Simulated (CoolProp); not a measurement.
Computed with CoolProp (reference Helmholtz-energy equation of state, Thol 2019).

**Question.** For decamethylcyclopentasiloxane (D5), give the phase and the density (kg/m³), cv (kJ/(kg K)), isothermal compressibility (1/MPa) at 301.1 K and 0.53 MPa; 320.3 K and 0.53 MPa.

**Answer.** 
- 301.1 K and 0.53 MPa: liquid; density 951, cv 1.45, isothermal compressibility 0.00147
- 320.3 K and 0.53 MPa: liquid; density 931, cv 1.47, isothermal compressibility 0.00171
